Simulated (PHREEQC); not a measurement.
A solution holds 0.11 mol/kgw H3BO3, 0.11 mol/kgw HBr and 0.0062 mol/kgw K2CO3, at 59 °C. Closed to the air; pH follows from the charge balance.

All values are PHREEQC results (ion-association model, wateq4f.dat), not measurements.

Precipitation was switched off in this run.

Problem. Estimate the pH.

Solution. pH 1.10.

Constants without temperature data keep their 25 °C values here.
